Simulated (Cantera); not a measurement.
A perfectly stirred reactor is fed with 1.08 % CH4, 5.98 % O2, 92.9 % N2, at 3.10 bar; it is held at 1300 K, and followed from long to short residence time.

Detailed kinetics in Cantera: GRI-Mech 3.0 (53 species, 325 reactions). The temperature is held fixed by assumption; the heat of reaction is taken as removed at once.

One state of this run: x CH4 = 0.000384; x O2 = 0.0405; x CO2 = 0.00750; x HCN = 6.96e-10; x CH2O = 3.09e-5; x HCO = 4.54e-8; x H2O = 0.0205. x: mole fraction; the columns are a selection and need not sum to one.

Q: Which value of τ (s) does it belong to?
(A) 0.057
(B) 0.47
(C) 0.020
(D) 0.0069

A: D, 0.0069
